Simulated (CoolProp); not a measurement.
Vapour-liquid equilibrium of acetone (1) + benzene (2) at 0.196 MPa; x and y are mole fractions of (1).

Values from CoolProp's multi-fluid Helmholtz-energy mixture model, Lemmon 2006 and Thol 2012; pair parameters Bell 2016.

```json
[
 {"x": "0.05", "bubble temperature (K)": "373.2", "y at the bubble point": "0.119", "dew temperature at overall composition x (K)": "375.0", "liquid density (mol/L)": "10.19"},
 {"x": "0.125", "bubble temperature (K)": "369.5", "y at the bubble point": "0.260", "dew temperature at overall composition x (K)": "373.1", "liquid density (mol/L)": "10.35"},
 {"x": "0.2", "bubble temperature (K)": "366.4", "y at the bubble point": "0.370", "dew temperature at overall composition x (K)": "371.1", "liquid density (mol/L)": "10.51"},
 {"x": "0.275", "bubble temperature (K)": "363.8", "y at the bubble point": "0.460", "dew temperature at overall composition x (K)": "369.0", "liquid density (mol/L)": "10.67"},
 {"x": "0.35", "bubble temperature (K)": "361.6", "y at the bubble point": "0.537", "dew temperature at overall composition x (K)": "367.0", "liquid density (mol/L)": "10.83"},
 {"x": "0.425", "bubble temperature (K)": "359.7", "y at the bubble point": "0.604", "dew temperature at overall composition x (K)": "364.8", "liquid density (mol/L)": "11.00"},
 {"x": "0.5", "bubble temperature (K)": "358.0", "y at the bubble point": "0.664", "dew temperature at overall composition x (K)": "362.7", "liquid density (mol/L)": "11.17"},
 {"x": "0.575", "bubble temperature (K)": "356.5", "y at the bubble point": "0.719", "dew temperature at overall composition x (K)": "360.5", "liquid density (mol/L)": "11.34"},
 {"x": "0.65", "bubble temperature (K)": "355.1", "y at the bubble point": "0.771", "dew temperature at overall composition x (K)": "358.4", "liquid density (mol/L)": "11.52"},
 {"x": "0.725", "bubble temperature (K)": "353.9", "y at the bubble point": "0.822", "dew temperature at overall composition x (K)": "356.3", "liquid density (mol/L)": "11.71"},
 {"x": "0.8", "bubble temperature (K)": "352.7", "y at the bubble point": "0.871", "dew temperature at overall composition x (K)": "354.4", "liquid density (mol/L)": "11.90"},
 {"x": "0.875", "bubble temperature (K)": "351.6", "y at the bubble point": "0.919", "dew temperature at overall composition x (K)": "352.6", "liquid density (mol/L)": "12.10"},
 {"x": "0.95", "bubble temperature (K)": "350.6", "y at the bubble point": "0.967", "dew temperature at overall composition x (K)": "350.9", "liquid density (mol/L)": "12.32"}
]
```

No azeotrope shows between x = 0.05 and 0.95.

The pair parameters rest on a limited set of measurements; away from them the model extrapolates.
